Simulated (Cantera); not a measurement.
A Cantera script and what it prints.

```python
import numpy as np
import cantera as ct

gas_names = """
    Cr CrN CrO CrO2 CrO3 H HNO HNO2 HNO3 HO2 H2 H2O H2O2 N NH NH2 NH3 NH2OH NO NO2 NO3 N2 N2H2 N2H4 N2O
    O OH O2 O3
""".split()
cond_names = """
    Cr(cr) Cr(L) CrN(s) Cr2N(s) Cr2O3(s) Cr2O3(L) H2O(s) H2O(L)
""".split()


# ... load() reads the species with a 1 bar reference pressure and builds the phases ...
atoms = {
    'Cr2O3': {'Cr': 2, 'O': 3},
    'H2': {'H': 2},
    'N2': {'N': 2},
}
top_T = {'CrN(s)': 1900, 'Cr2N(s)': 1900}  # K; cautious upper limits of use, not melting points


# ... equilibrate(T, P, feed) seeds the gas with the atoms and calls Mixture.equilibrate('TP', solver="vcs", rtol=1e-11, max_steps=5000) ...
results = []
feed = {'Cr2O3': 1, 'H2': 1900, 'N2': 42}  # mol
P = 14000  # Pa
for T in [1723, 1773, 1823, 1873, 1923, 1973, 2023, 2073]:
    mix = equilibrate(T, P, feed)
    results.append((T, P, feed, dict(zip(mix.species_names, mix.species_moles))))

top = {s: max(r[3][s] / sum(r[3][g] for g in gas_names) for r in results) for s in gas_names}
cols = sorted((s for s in top if top[s] > 0.001), key=lambda s: -top[s])[:8]
seen = [c for c in cond_names if any(r[3].get(c, 0) > 1e-12 for r in results)]
print("log10 of partial pressures in bar; condensed amounts in mol")
print(f"{'T/K':>10s}" + "".join(f"{s[:9]:>10s}" for s in cols + seen))
for T, P, feed, n in results:
    ng = sum(n[g] for g in gas_names)
    print(f"{T:10.4g}" + "".join(f"{np.log10(max(n[s] / ng * P / 1e5, 1e-99)):10.3f}" for s in cols)
          + "".join(f"{n.get(c, 0):10.4g}" for c in seen))
```

Result:

```
log10 of partial pressures in bar; condensed amounts in mol
       T/K        H2        N2         H       H2O        Cr    Cr(cr)
      1723    -0.864    -2.519    -4.171    -3.665    -4.525     1.585
      1773    -0.865    -2.519    -3.978    -3.665    -4.200     1.123
      1823    -0.865    -2.520    -3.796    -3.666    -3.894     0.226
      1873    -0.865    -2.520    -3.623    -3.666    -3.842         0
      1923    -0.866    -2.520    -3.459    -3.666    -3.843         0
      1973    -0.866    -2.520    -3.303    -3.667    -3.843         0
      2023    -0.867    -2.520    -3.155    -3.667    -3.843         0
      2073    -0.868    -2.521    -3.014    -3.668    -3.844         0
```

Method: chemical equilibrium by Gibbs-energy minimisation in Cantera with the NASA 1993 tables (ideal gas, pure condensed phases).
